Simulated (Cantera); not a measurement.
Input: 1 mol PbO, 0.021 mol O2, a varied amount of N2, equilibrated at 1325 K and 0.00700 bar.

Method: chemical equilibrium by Gibbs-energy minimisation in Cantera with the NASA 1993 tables (ideal gas, pure condensed phases). Candidate condensed phases: Pb, PbO, PbO2, Pb3O4; 12 gas species. Gases not in the tables: (PbO)n polymers. The numbers say what is thermodynamically allowed, not how fast it happens.

Question: Which condensed phases are stable at each of these points (n(N2) (mol)): 1.4, 1.8, 2.4, 3, 3.9, 5, 6.4, 8.3, 11, 14, 18?

Answer: 
| n(N2) (mol) | condensed phases | Pb condensed (%) |
|---|---|---|
| 1.4 | PbO(l) | 82.4 |
| 1.8 | PbO(l) | 77.2 |
| 2.4 | PbO(l) | 69.4 |
| 3 | PbO(l) | 61.6 |
| 3.9 | PbO(l) | 49.8 |
| 5 | PbO(l) | 35.4 |
| 6.4 | PbO(l) | 17.0 |
| 8.3 | gas only | 0.0 |
| 11 | gas only | 0.0 |
| 14 | gas only | 0.0 |
| 18 | gas only | 0.0 |

From 1.4 mol N2 to 6.4 mol N2 the condensed part is PbO(l). From 8.3 mol N2 to 18 mol N2 nothing is condensed.
